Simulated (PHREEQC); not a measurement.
Acid rinse or clean: speciation

Make-up at 25 °C: 0.15 mol HBr, 9.8e-05 mol CaCl2 and 0.0083 mol MnSO4 per kg of water. Closed to the air; pH follows from the charge balance.

Computed with PHREEQC (Pitzer model, pitzer.dat).

This is a speciation only: nothing precipitates in the calculation.

Question: Predict the pH.

Answer: pH 0.93.

Question: In which forms is S present?

Answer: HSO4- 73 %, SO4-2 27 % of the S.
